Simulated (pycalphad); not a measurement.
Freezing of Hf-B alloys with rising B

All values are pycalphad results on the COST 507 light-alloy database (1999) (1 atm), not direct measurements. The database dates from 1999; later assessments differ in places, in temperatures and in the compounds included. Phase fractions are per mole of atoms.

Scheil-Gulliver runs (no diffusion in the solid, steps of 4 K) beside full equilibrium.

```tsv
alloy	liquidus (°C)	Scheil, half solid (°C)	Scheil, 80 % solid (°C)	Scheil, invariant end (°C)	liquid left at that end	equilibrium solidus (°C)
Hf-0.1927B (wt.%)	2177	2122	1908	1880	0.19	1881
Hf-0.3974B (wt.%)	2117	1979	at the invariant end	1880	0.39	1881
Hf-0.5409B (wt.%)	2073	at the invariant end	at the invariant end	1880	0.53	1881
```
